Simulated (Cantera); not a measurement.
Mixture: CH₄ : CO : O₂ : N₂ = 1 : 0.35 : 1.36 : 5.11 (molar parts), equivalence ratio 1.6, at 10.0 bar, adiabatic and at constant pressure. Ignition delay is the time to a rise of 400 K.

Cantera simulation using GRI-Mech 3.0 (53 species, 325 reactions); the numbers are that mechanism's predictions, not measurements.

What does this change do: pressure from 10.0 bar to 1.10 bar?


```csv
quantity,before,after
delay at 1050 K,0.101 s,0.924 s
delay at 1200 K,9.73 ms,73.9 ms
delay at 1350 K,1.42 ms,8.73 ms
delay at 1500 K,0.270 ms,1.43 ms
apparent activation energy between 1425 and 1575 K,190 kJ/mol,200 kJ/mol
```
